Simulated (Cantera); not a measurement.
HMDSO + N2O + N2 (silicon oxide and oxynitride deposition)

Input: 1 mol HMDSO, a varied amount of N2O, 82 mol N2, held at 2100 K and 57.0 Pa.

These are equilibrium values from Cantera (NASA tables, ideal gas, pure condensed phases), not measurements of a reactor. Candidate condensed phases: C, C6H6, C7H8, C8H18, H2O, Si, SiC, SiO2, Si2N2O, Si3N4; 151 gas species. The feed counts by its element totals alone. The tables' values for SiO2, SiN are old estimates; treat these amounts as uncertain. The numbers say what is thermodynamically allowed, not how fast it happens.

| n(N2O) (mol) | x N2 | x H2 | x CO | x H2O | x O2 | x H | x CO2 | x SiO | x O |
|---|---|---|---|---|---|---|---|---|---|
| 5.9 | 0.824 | 0.0673 | 0.0560 | 4.22e-9 | <1e-12 | 0.0339 | 7.10e-10 | 0.00867 | 9.05e-11 |
| 8 | 0.827 | 0.0594 | 0.0538 | 0.00716 | 8.93e-6 | 0.0318 | 0.00131 | 0.0184 | 0.000174 |
| 10 | 0.831 | 0.0464 | 0.0498 | 0.0201 | 0.000116 | 0.0281 | 0.00438 | 0.0180 | 0.000628 |
| 12 | 0.833 | 0.0353 | 0.0452 | 0.0310 | 0.000475 | 0.0245 | 0.00803 | 0.0177 | 0.00127 |
| 15 | 0.836 | 0.0230 | 0.0376 | 0.0425 | 0.00210 | 0.0198 | 0.0141 | 0.0171 | 0.00267 |
| 17 | 0.835 | 0.0176 | 0.0329 | 0.0470 | 0.00437 | 0.0173 | 0.0177 | 0.0167 | 0.00385 |
| 19 | 0.834 | 0.0140 | 0.0289 | 0.0494 | 0.00767 | 0.0154 | 0.0207 | 0.0163 | 0.00510 |
| 21 | 0.831 | 0.0116 | 0.0257 | 0.0505 | 0.0118 | 0.0140 | 0.0228 | 0.0159 | 0.00632 |
| 23 | 0.828 | 0.00985 | 0.0232 | 0.0508 | 0.0164 | 0.0130 | 0.0242 | 0.0155 | 0.00746 |
| 25 | 0.825 | 0.00861 | 0.0212 | 0.0506 | 0.0213 | 0.0121 | 0.0252 | 0.0151 | 0.00850 |
| 27 | 0.822 | 0.00767 | 0.0195 | 0.0502 | 0.0264 | 0.0114 | 0.0258 | 0.0147 | 0.00946 |
| 30 | 0.817 | 0.00662 | 0.0175 | 0.0492 | 0.0340 | 0.0106 | 0.0263 | 0.0142 | 0.0107 |
| 32 | 0.814 | 0.00608 | 0.0164 | 0.0484 | 0.0390 | 0.0102 | 0.0265 | 0.0139 | 0.0115 |
x: gas mole fraction; nothing condenses.

From 5.9 mol N2O to 32 mol N2O nothing is condensed. The main Si-bearing gas is Si at 5.9 mol N2O and SiO at 32 mol N2O.
